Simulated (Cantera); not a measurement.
An adiabatic, constant-volume homogeneous reactor starts with 2.41 % CH4, 13.4 % O2, 84.2 % N2, equivalence ratio 0.36, at 1748 K and 975 Torr.

Cantera simulation using GRI-Mech 3.0 (53 species, 325 reactions); the numbers are that mechanism's predictions, not measurements.

Question: Predict: time of steepest temperature rise; temperature at 0.700 s; equilibrium temperature; x(O2) at 0.700 s; x(H2O2) at 0.700 s; x(H2O) at 0.700 s; x(H2) at 0.700 s.

Answer: 
```
Property                                                               Value
---------------------------------  -----------------------------------------
time of steepest temperature rise                                   0.152 ms
temperature at 0.700 s                                                2335 K
equilibrium temperature                                               2335 K
x(O2) at 0.700 s                       0.0791 (gas-phase equilibrium 0.0791)
x(H2O2) at 0.700 s                   8.19e-8 (gas-phase equilibrium 8.19e-8)
x(H2O) at 0.700 s                      0.0457 (gas-phase equilibrium 0.0457)
x(H2) at 0.700 s                   0.000314 (gas-phase equilibrium 0.000314)
```
